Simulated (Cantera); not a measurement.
Cantera with NASA thermochemical tables; ideal gases at 1 bar, condensed phases pure. Values are per mole of reaction as written; species without (g) are pure solids or liquids, kept so even where they would boil at 1 bar.

**Question.** Between 1875 and 2125 K, where is each reaction favourable under standard conditions?
- Al + Cl(g) = AlCl(g)
- 2 AlCl3(g) = Al2Cl6(g)

**Answer.** 
- Al + Cl(g) = AlCl(g): ΔG° is -200 kJ at 1875 K and -199 kJ at 2125 K; it stays negative (K > 1). ΔH° is -211 kJ and ΔS° -6 J/K at 2125 K.
- 2 AlCl3(g) = Al2Cl6(g): ΔG° is 132 kJ at 1875 K and 162 kJ at 2125 K; it stays positive (K < 1). ΔH° is -96 kJ and ΔS° -122 J/K at 2125 K.
